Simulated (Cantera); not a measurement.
Input: 1 mol Cu2O, 0.7 mol H2, a varied amount of H2O, at 6.50 mbar.

Method: chemical equilibrium by Gibbs-energy minimisation in Cantera with the NASA 1993 tables (ideal gas, pure condensed phases). Candidate condensed phases: Cu, CuO, Cu(OH)2, Cu2O, H2O; 12 gas species. Each liquid is taken as pure. Mutual solubility and eutectic melting of coexisting phases are not modelled. Rates play no part.

Stable condensed phases, one row left out:

```
T in K \ n(H2O) in mol
         0.097  0.15  0.23  0.36  0.55  0.84   1.3     2   3.1   4.8
   2150      A     A     A     A     A     A     A     A     A     A
   2100      A     A     A     A     A     A     A     A     A     A
   2050      A     A     A     A     A     A     A     A     A     A
   1950      B     B     B     B     B     B     B     A     A     A
   1900      B     B     B     B     B     B     B     B     B     B
   1850      B     B     B     B     B     B     B     B     B     B
   1800      B     B     B     B     B     B     B     B     B     B
   1750      B     B     B     B     B     B     B     B     B     B
   1700      B     B     B     B     B     B     B     B     B     B
   1650      C     C     C     C     C     B     B     B     B     B
   1600      C     C     C     C     C     C     C     B     B     B
```

A: gas only; B: Cu; C: Cu + Cu2O.

### Question
Give the row for 2000 K.

### Answer
0.097: Cu; 0.15: gas only; 0.23: gas only; 0.36: gas only; 0.55: gas only; 0.84: gas only; 1.3: gas only; 2: gas only; 3.1: gas only; 4.8: gas only.
